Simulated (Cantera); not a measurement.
Input: 1 mol SiHCl₃, 4.5 mol NH₃, 6.2 mol N₂, at 1.33 mbar.

These are equilibrium values from Cantera (NASA tables, ideal gas, pure condensed phases), not measurements of a reactor. Candidate condensed phases: NH₄Cl, Si, Si₃N₄; 28 gas species. Equilibrium is a limit: real reactors are often held back by kinetics, nucleation or transport.

Over these rows the condensed part is Si₃N₄(s). Partial pressures as log10 of bar:

| T (K) | 1000/T (1/K) | log p SiCl₂ | log p N₂ | log p H₂ | log p HCl |
|---|---|---|---|---|---|
| 1000 | 1.0000 | -8.74 | -3.20 | -3.33 | -3.62 |
| 1050 | 0.9524 | -8.07 | -3.20 | -3.33 | -3.62 |
| 1100 | 0.9091 | -7.47 | -3.20 | -3.33 | -3.62 |
| 1150 | 0.8696 | -6.93 | -3.20 | -3.33 | -3.62 |
| 1200 | 0.8333 | ? | -3.20 | -3.33 | -3.62 |
| 1250 | 0.8000 | -5.98 | -3.20 | -3.33 | -3.62 |

**Question.** Fit log p(SiCl₂) = a + b·(1000/T) to the five rows, give the apparent enthalpy, and predict the row at 1200 K.

**Answer.** Means: 1000/T = 0.9062, log p = -7.438. Sxy = -0.324851, Sxx = 0.0235593, so b = -13.79 and a = -7.438 − (-13.79)×0.9062 = 5.06.
Apparent enthalpy: −19.145 × (-13.79) = 264 kJ/mol. With the condensed phases at unit activity, 1/3 Si₃N₄(s) + 2 HCl(g) = SiCl₂(g) + 2/3 N₂(g) + H₂(g) links this pressure to the main gases: over the six rows their terms move log p by +0.00 in all, so the slope is close to that reaction's ΔH°. The five rows lie within 0.01 of the line.
Prediction at 1200 K: 5.06 + (-13.79)×0.8333 = -6.43. The computed value is -6.43, 0.00 from the line.
